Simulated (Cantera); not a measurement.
Input: 1 mol PbO, 3.7 mol CO, 5.8 mol H2, held at 1330 Pa.

Cantera equilibrium calculation (NASA polynomials, part measured and part estimated; ideal gas, pure solids and liquids). Candidate condensed phases: C, C6H6, C7H8, C8H18, H2O, Pb, PbO, PbO2, Pb3O4; 113 gas species. The numbers say what is thermodynamically allowed, not how fast it happens.

Task: What share of the Pb ends up in condensed phases as a function of T (K), at 998, 1048, 1098, 1148, 1198, 1248, 1298, 1348, 1398, 1448, 1498, 1548?

Result: 
```json
[
 {"T (K)": "998", "Pb condensed (%)": "98.9", "as": "Pb(l)"},
 {"T (K)": "1048", "Pb condensed (%)": "96.8", "as": "Pb(l)"},
 {"T (K)": "1098", "Pb condensed (%)": "91.6", "as": "Pb(l)"},
 {"T (K)": "1148", "Pb condensed (%)": "79.6", "as": "Pb(l)"},
 {"T (K)": "1198", "Pb condensed (%)": "53.4", "as": "Pb(l)"},
 {"T (K)": "1248", "Pb condensed (%)": "0.0", "as": "-"},
 {"T (K)": "1298", "Pb condensed (%)": "0.0", "as": "-"},
 {"T (K)": "1348", "Pb condensed (%)": "0.0", "as": "-"},
 {"T (K)": "1398", "Pb condensed (%)": "0.0", "as": "-"},
 {"T (K)": "1448", "Pb condensed (%)": "0.0", "as": "-"},
 {"T (K)": "1498", "Pb condensed (%)": "0.0", "as": "-"},
 {"T (K)": "1548", "Pb condensed (%)": "0.0", "as": "-"}
]
```
